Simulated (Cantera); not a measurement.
Feed: 1 mol KOH, 0.13 mol C, 0.12 mol H2, held at 5.60 mbar.

Equilibrium computed with Cantera from the NASA thermochemical tables; the gas is ideal and each condensed phase is pure. Candidate condensed phases: C, C6H6, C7H8, C8H18, H2O, K, KOH, KO2, K2CO3, K2O, K2O2; 116 gas species. Rates play no part. All values below are at 1198 K.

Base state: K 0.326, KOH 0.321, H2O 0.202, H2 0.106, CO2 0.0257, CO 0.0185, K2(OH)2 0.00140, K2 2.12e-5 (mole fractions); condensed: K2CO3(l).

Question: What changes in the equilibrium state with this change: pressure from 5.60 mbar to 13.3 mbar?

Answer: 
```tsv
species	before	after
KOH	0.321	0.336
K	0.326	0.300
H2O	0.202	0.186
H2	0.106	0.167
CO2	0.0257	0.00382
CO	0.0185	0.00467
K2(OH)2	0.00140	0.00365
K2	2.12e-5	4.27e-5
KH	8.32e-6	1.48e-5
K2CO3(l), mol	0.0716	0.120
```
